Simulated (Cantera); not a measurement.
Stirred combustor or abatement burner

A perfectly stirred reactor is fed with CH4 : O2 : N2 = 1 : 4.76 : 17.9 (molar parts), at 7.01 atm; it is adiabatic with a 800 K inlet, and is followed from long to short residence time, starting on the burning branch (τ in s: 0.031, 0.018, 0.011, 0.0065, 0.0039, 0.0023, 0.0014, 0.00083, 0.00049, 0.0003, 0.00018, 0.0001, 6.3e-05).

Model: GRI-Mech 3.0 (53 species, 325 reactions), integrated in Cantera.

```tsv
τ (s)	T (K)	x CH4	x O2	x CH2	x C2H6	x NO2
0.031	1738	1.32e-5	0.117	9.70e-9	1.81e-9	4.44e-8
0.018	1737	1.97e-5	0.117	1.64e-8	3.62e-9	4.57e-8
0.011	1736	2.79e-5	0.117	2.63e-8	6.55e-9	4.84e-8
0.0065	1734	4.06e-5	0.117	4.30e-8	1.20e-8	5.21e-8
0.0039	1731	5.82e-5	0.117	6.87e-8	2.13e-8	5.50e-8
0.0023	1727	8.49e-5	0.117	1.10e-7	3.80e-8	5.58e-8
0.0014	1721	0.000122	0.117	1.70e-7	6.61e-8	5.35e-8
0.00083	1712	0.000182	0.118	2.64e-7	1.22e-7	4.75e-8
0.00049	1698	0.000283	0.119	4.05e-7	2.46e-7	3.84e-8
0.00030	1677	0.000463	0.120	5.87e-7	5.75e-7	2.84e-8
0.00018	800	0.0423	0.201	<1e-12	<1e-12	<1e-12
0.00010	800	0.0423	0.201	<1e-12	<1e-12	<1e-12
6.3e-5	800	0.0423	0.201	<1e-12	<1e-12	<1e-12
```
x: mole fraction; the columns are a selection and need not sum to one.
